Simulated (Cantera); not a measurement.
Cantera run:

```python
import numpy as np
import cantera as ct

gas_names = """
    CL CLO CL2 Fe FeCL FeCL2 FeCL3 FeO Fe(OH)2 Fe2CL4 Fe2CL6 H HCL HNO HNO2 HNO3 HOCL HO2 H2 H2O H2O2 N
    NH NH2 NH3 NH2OH NO NO2 NO3 N2 N2H2 N2H4 N2O O OH O2 O3
""".split()
cond_names = """
    Fe(a) Fe(c) Fe(d) Fe(L) FeCL2(s) FeCL2(L) FeCL3(s) FeCL3(L) FeO(s) FeO(L) Fe(OH)2(s) Fe(OH)3(s)
    Fe2O3(s) Fe3O4(s) H2O(s) H2O(L) NH4CL(a) NH4CL(b)
""".split()


# ... load() reads the species with a 1 bar reference pressure and builds the phases ...
atoms = {
    'FeCl2': {'Fe': 1, 'CL': 2},
    'H2O': {'H': 2, 'O': 1},
    'N2': {'N': 2},
}
top_T = {'Fe2O3(s)': 1830, 'Fe3O4(s)': 1870}  # K; cautious upper limits of use, not melting points


# ... equilibrate(T, P, feed) seeds the gas with the atoms and calls Mixture.equilibrate('TP', solver="vcs", rtol=1e-11, max_steps=5000) ...
results = []
feed = {'FeCl2': 1, 'H2O': 5.7, 'N2': 0.81}  # mol
P = 13332.2  # Pa
for T in [750, 850, 950, 1050, 1150, 1250, 1350, 1450, 1550, 1650]:
    mix = equilibrate(T, P, feed)
    results.append((T, P, feed, dict(zip(mix.species_names, mix.species_moles))))
    x = sorted(zip(gas.X, gas.species_names), reverse=True)
    print(f"T = {T:g} K  P = {P:g} Pa  gas = {mix.phase_moles(0):.4g} mol")
    print("   x: " + "  ".join(f"{s} {v:.3e}" for v, s in x if v > 0.001))
    print("   condensed (mol): " + ("  ".join(f"{mix.phase(i).name} {mix.phase_moles(i):.4g}"
          for i in range(1, mix.n_phases) if mix.phase_moles(i) > 1e-12) or "none"))
```

Output:

```
T = 750 K  P = 13332.2 Pa  gas = 7.352 mol
   x: H2O 6.228e-01  HCL 2.288e-01  N2 1.102e-01  H2 3.813e-02
   condensed (mol): FeCL2(s) 0.1581  Fe3O4(s) 0.2803
T = 850 K  P = 13332.2 Pa  gas = 7.51 mol
   x: H2O 5.825e-01  HCL 2.648e-01  N2 1.079e-01  H2 4.413e-02
   condensed (mol): Fe3O4(s) 0.3314
T = 950 K  P = 13332.2 Pa  gas = 7.51 mol
   x: H2O 5.845e-01  HCL 2.618e-01  N2 1.079e-01  H2 4.363e-02  FeCL2 2.222e-03
   condensed (mol): Fe3O4(s) 0.3277
T = 1050 K  P = 13332.2 Pa  gas = 7.51 mol
   x: H2O 5.918e-01  HCL 2.564e-01  N2 1.079e-01  H2 3.901e-02  FeCL2 4.934e-03
   condensed (mol): FeO(s) 0.08372  Fe3O4(s) 0.293
T = 1150 K  P = 13332.2 Pa  gas = 7.51 mol
   x: H2O 6.062e-01  HCL 2.497e-01  N2 1.079e-01  H2 2.793e-02  FeCL2 8.290e-03
   condensed (mol): FeO(s) 0.3083  Fe3O4(s) 0.2097
T = 1250 K  P = 13332.2 Pa  gas = 7.51 mol
   x: H2O 6.171e-01  HCL 2.415e-01  N2 1.079e-01  H2 2.115e-02  FeCL2 1.237e-02
   condensed (mol): FeO(s) 0.4304  Fe3O4(s) 0.1588
T = 1350 K  P = 13332.2 Pa  gas = 7.51 mol
   x: H2O 6.260e-01  HCL 2.326e-01  N2 1.079e-01  FeCL2 1.685e-02  H2 1.672e-02
   condensed (mol): FeO(s) 0.4969  Fe3O4(s) 0.1255
T = 1450 K  P = 13332.2 Pa  gas = 7.51 mol
   x: H2O 6.336e-01  HCL 2.234e-01  N2 1.079e-01  FeCL2 2.140e-02  H2 1.364e-02
   condensed (mol): FeO(s) 0.5323  Fe3O4(s) 0.1023
T = 1550 K  P = 13332.2 Pa  gas = 7.511 mol
   x: H2O 6.402e-01  HCL 2.145e-01  N2 1.078e-01  FeCL2 2.579e-02  H2 1.141e-02
   condensed (mol): FeO(s) 0.5508  Fe3O4(s) 0.08508
T = 1650 K  P = 13332.2 Pa  gas = 7.512 mol
   x: H2O 6.460e-01  HCL 2.061e-01  N2 1.078e-01  FeCL2 2.985e-02  H2 9.724e-03
   condensed (mol): FeO(L) 0.5619  Fe3O4(s) 0.07116
```

Method: chemical equilibrium by Gibbs-energy minimisation in Cantera with the NASA 1993 tables (ideal gas, pure condensed phases). Mutual solubility and eutectic melting of coexisting phases are not modelled. The tables' stoichiometric FeO is somewhat more stable than real wüstite, so its field is too wide. FeO: taken at fixed stoichiometry. Condensed phases not in the tables: FeOCl.
